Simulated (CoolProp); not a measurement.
A Linde-Hampson liquefier for ethane: isothermal reversible compression at 320 K from 1 atm to 15 MPa, throttling to 1 atm, return gas leaving the recuperator 2 K below the feed. Each further row changes one setting.

Computed with CoolProp (reference Helmholtz-energy equation of state, Bücker 2006).

```
case                        liquid yield per pass  compression work (kJ/kg of gas)
--------------------------  ---------------------  -------------------------------
as stated                                   0.454                              353
high pressure 30 MPa                        0.464                              390
warm-end temperature 350 K                  0.356                              414
warm-end gap 7 K                            0.447                              353
```
